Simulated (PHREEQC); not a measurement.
0.012 g of hydrous ferric oxide (600 m²/g; 0.2 weak and 0.005 strong sites per Fe, Dzombak-Morel constants, diffuse double layer) in 1 kg of water with 0.01 mol/kgw of an inert sodium salt and 3.7e-05 mmol/kgw Na2SeO4 and 3.8e-05 mmol/kgw NaF, at 25 °C; the pH is set by adding NaOH or the inert anion's acid. O2 is buffered at 0.21 atm. The system is closed to CO2. Precipitation was switched off in this run.

Equilibrium calculation in PHREEQC: ion-association model, wateq4f.dat.

Task: Predict surface charge σ (C/m²), surface potential ψ (mV) at pH = 4.5, 7.5, 9, 9.5, 10.

Result: 
```json
[
 {"pH": "4.5", "surface charge σ (C/m²)": "0.159", "surface potential ψ (mV)": "170"},
 {"pH": "7.5", "surface charge σ (C/m²)": "0.008", "surface potential ψ (mV)": "34"},
 {"pH": "9", "surface charge σ (C/m²)": "-0.013", "surface potential ψ (mV)": "-49"},
 {"pH": "9.5", "surface charge σ (C/m²)": "-0.024", "surface potential ψ (mV)": "-75"},
 {"pH": "10", "surface charge σ (C/m²)": "-0.040", "surface potential ψ (mV)": "-100"}
]
```
